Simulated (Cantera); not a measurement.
An adiabatic, constant-volume homogeneous reactor starts with CH4 : O2 : N2 = 1 : 2.02 : 7.6 (molar parts), at 1550 K and 760 Torr. Integrator tolerance rtol = 1e-08.

Computed with Cantera and GRI-Mech 3.0 (53 species, 325 reactions).

### Question
What does this change do: initial temperature 1550 to 1425 K?

### Answer
```csv
quantity,before,after
time of steepest temperature rise,0.684 ms,2.44 ms
temperature at 0.800 s,2911 K,2879 K
equilibrium temperature,2911 K,2879 K
x(CH4) at 0.800 s,<1e-12 (gas-phase equilibrium <1e-12),<1e-12 (gas-phase equilibrium <1e-12)
x(O2) at 0.800 s,0.0223 (gas-phase equilibrium 0.0223),0.0212 (gas-phase equilibrium 0.0212)
x(HCO) at 0.800 s,9.93e-8 (gas-phase equilibrium 9.93e-8),8.63e-8 (gas-phase equilibrium 8.63e-8)
x(C2H6) at 0.800 s,<1e-12 (gas-phase equilibrium <1e-12),<1e-12 (gas-phase equilibrium <1e-12)
x(CH2) at 0.800 s,<1e-12 (gas-phase equilibrium <1e-12),<1e-12 (gas-phase equilibrium <1e-12)
x(OH) at 0.800 s,0.0246 (gas-phase equilibrium 0.0246),0.0225 (gas-phase equilibrium 0.0225)
```

### Question
What does this change do: pressure from 760 Torr to 210 Torr?

### Answer
| quantity | before | after |
|---|---|---|
| time of steepest temperature rise | 0.684 ms | 1.96 ms |
| temperature at 0.800 s | 2911 K | 2793 K |
| equilibrium temperature | 2911 K | 2793 K |
| x(CH4) at 0.800 s | <1e-12 (gas-phase equilibrium <1e-12) | <1e-12 (gas-phase equilibrium <1e-12) |
| x(O2) at 0.800 s | 0.0223 (gas-phase equilibrium 0.0223) | 0.0249 (gas-phase equilibrium 0.0249) |
| x(HCO) at 0.800 s | 9.93e-8 (gas-phase equilibrium 9.93e-8) | 4.37e-8 (gas-phase equilibrium 4.37e-8) |
| x(C2H6) at 0.800 s | <1e-12 (gas-phase equilibrium <1e-12) | <1e-12 (gas-phase equilibrium <1e-12) |
| x(CH2) at 0.800 s | <1e-12 (gas-phase equilibrium <1e-12) | <1e-12 (gas-phase equilibrium <1e-12) |
| x(OH) at 0.800 s | 0.0246 (gas-phase equilibrium 0.0246) | 0.0258 (gas-phase equilibrium 0.0258) |

### Question
What does this change do: pressure from 760 Torr to 3750 Torr?

### Answer
```json
[
 {"quantity": "time of steepest temperature rise", "before": "0.684 ms", "after": "0.195 ms"},
 {"quantity": "temperature at 0.800 s", "before": "2911 K", "after": "3055 K"},
 {"quantity": "equilibrium temperature", "before": "2911 K", "after": "3055 K"},
 {"quantity": "x(CH4) at 0.800 s", "before": "<1e-12 (gas-phase equilibrium <1e-12)", "after": "<1e-12 (gas-phase equilibrium <1e-12)"},
 {"quantity": "x(O2) at 0.800 s", "before": "0.0223 (gas-phase equilibrium 0.0223)", "after": "0.0188 (gas-phase equilibrium 0.0188)"},
 {"quantity": "x(HCO) at 0.800 s", "before": "9.93e-8 (gas-phase equilibrium 9.93e-8)", "after": "2.53e-7 (gas-phase equilibrium 2.53e-7)"},
 {"quantity": "x(C2H6) at 0.800 s", "before": "<1e-12 (gas-phase equilibrium <1e-12)", "after": "<1e-12 (gas-phase equilibrium <1e-12)"},
 {"quantity": "x(CH2) at 0.800 s", "before": "<1e-12 (gas-phase equilibrium <1e-12)", "after": "<1e-12 (gas-phase equilibrium <1e-12)"},
 {"quantity": "x(OH) at 0.800 s", "before": "0.0246 (gas-phase equilibrium 0.0246)", "after": "0.0221 (gas-phase equilibrium 0.0221)"}
]
```
Above 3000 K some thermodynamic fits are extrapolated.
